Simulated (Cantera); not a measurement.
An isothermal, constant-pressure homogeneous reactor starts with 12.2 % C₂H₆, 87.8 % N₂, at 1325 K and 1.01 bar.

Computed with Cantera and GRI-Mech 3.0 (53 species, 325 reactions). GRI-Mech 3.0 stops at C3 and has no aromatics, soot or wall deposition, so with more carbon than oxygen in the feed, carbon stays in small species such as C2H2 where larger ones or solid carbon would form.

x: mole fraction; the columns are a selection and need not sum to one.

```
t (s)       x C₂H₆     x C₂H     x H₂     x CH₂     x CH₄     x CH₃   x C₂H₄
--------  --------  --------  -------  --------  --------  --------  -------
8.00e-6      0.122    <1e-12  3.96e-6  2.79e-10   6.10e-6   4.11e-5  4.13e-6
2.39e-5      0.122    <1e-12  8.87e-5   2.49e-9   4.49e-5   9.14e-5  9.08e-5
7.13e-5      0.120  2.34e-12  0.00121   1.08e-8  0.000262  0.000157  0.00126
0.000213     0.113  2.60e-11  0.00684   1.67e-8   0.00122  0.000191  0.00718
0.000635    0.0915  1.01e-10   0.0231   1.50e-8   0.00419  0.000173   0.0237
0.00190        [?]  3.47e-10      [?]       [?]       [?]       [?]      [?]
0.00566    0.00684  7.54e-10   0.0970   2.42e-9    0.0207   4.50e-5   0.0757
0.0169         [?]  4.80e-10      [?]  2.39e-10    0.0226       [?]      [?]
0.0504    0.000226  4.19e-10    0.126  8.67e-11    0.0231   7.84e-6   0.0489
0.150     0.000150  4.67e-10    0.140  5.99e-11    0.0239   6.65e-6   0.0305
0.449     0.000106  4.35e-10    0.145  4.37e-11    0.0256   5.88e-6   0.0213
1.34       9.58e-5  3.84e-10    0.142  3.93e-11    0.0295   5.99e-6   0.0198
4.00       8.36e-5  3.07e-10    0.133  3.32e-11    0.0371   6.17e-6   0.0182
```

Question: What belongs in the gaps?

Answer: 
- 0.00190, x C₂H₆: 0.0468
- 0.00190, x H₂: 0.0586
- 0.00190, x CH₂: 1.02e-8
- 0.00190, x CH₄: 0.0118
- 0.00190, x CH₃: 0.000124
- 0.00190, x C₂H₄: 0.0565
- 0.0169, x C₂H₆: 0.000620
- 0.0169, x H₂: 0.114
- 0.0169, x CH₃: 1.30e-5
- 0.0169, x C₂H₄: 0.0643
